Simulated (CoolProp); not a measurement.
Vapour-liquid equilibrium of CH2F2 (R32) (1) + propylene (2) at 1.91 MPa; x and y are mole fractions of (1).

The numbers come from the multi-fluid Helmholtz-energy mixture model, Tillner-Roth 1997 and Lemmon 2013; pair parameters Bell 2016 in CoolProp.

```csv
x,"bubble temperature, mixture model (K)","bubble temperature, Raoult's law (K)","y, mixture model","y, Raoult's law"
0.05,___,318.6,___,0.074
0.2,305.3,315.4,0.345,0.274
0.35,300.5,312.5,___,0.447
0.5,___,309.9,___,0.599
0.65,297.2,307.6,___,0.734
0.8,297.7,305.4,0.759,0.856
0.95,300.8,303.4,___,0.966
```

### Question
Fill in the missing entries.

### Answer

- 0.05, bubble temperature, mixture model (K): 314.9
- 0.05, y, mixture model: 0.114
- 0.35, y, mixture model: 0.481
- 0.5, bubble temperature, mixture model (K): 298.1
- 0.5, y, mixture model: 0.576
- 0.65, y, mixture model: 0.660
- 0.95, y, mixture model: 0.918

The largest gap from Raoult's law is -12.0 K in bubble temperature, at x = 0.35. y crosses x between x = 0.65 and 0.8: the model has an azeotrope there.

The pair parameters rest on a limited set of measurements; away from them the model extrapolates.
